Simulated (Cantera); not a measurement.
Mixture: 2.16 % CH4, 0.410 % C2H6, 1.47 % C3H8, 20.2 % O2, 75.8 % N2, equivalence ratio 0.65, at 0.500 bar, adiabatic and at constant pressure. Ignition delay is the time to a rise of 400 K.

Computed with Cantera and GRI-Mech 3.0 (53 species, 325 reactions). GRI-Mech 3.0 was tuned for natural gas; its chemistry of propane as a main component is partial and can be far from experiment.

Task: Predict: delay at 1150 K; delay at 1250 K; delay at 1350 K; delay at 1450 K; delay at 1550 K; delay at 1650 K; apparent activation energy between 1450 and 1650 K.

Result: 
* **delay at 1150 K**: 14.3 ms
* **delay at 1250 K**: 2.49 ms
* **delay at 1350 K**: 0.615 ms
* **delay at 1450 K**: 0.213 ms
* **delay at 1550 K**: 96.1 µs
* **delay at 1650 K**: 52.7 µs
* **apparent activation energy between 1450 and 1650 K**: 140 kJ/mol
